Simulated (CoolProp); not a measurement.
A Linde-Hampson liquefier for ethane: isothermal reversible compression at 320 K from 1 atm to 20 MPa, throttling to 1 atm, return gas leaving the recuperator 10 K below the feed. Each further row changes one setting.

The numbers come from the reference Helmholtz-energy equation of state, Bücker 2006 in CoolProp.

| case | liquid yield per pass | compression work (kJ/kg of gas) |
|---|---|---|
| as stated | (withheld) | 366 |
| high pressure 40 MPa | (withheld) | 414 |
| warm-end temperature 350 K | (withheld) | (withheld) |
| warm-end gap 15 K | (withheld) | 366 |

Question: Some entries are withheld; supply them.

Answer: 
- as stated, liquid yield per pass: 0.451
- high pressure 40 MPa, liquid yield per pass: 0.446
- warm-end temperature 350 K, liquid yield per pass: 0.364
- warm-end temperature 350 K, compression work (kJ/kg of gas): 429
- warm-end gap 15 K, liquid yield per pass: 0.444
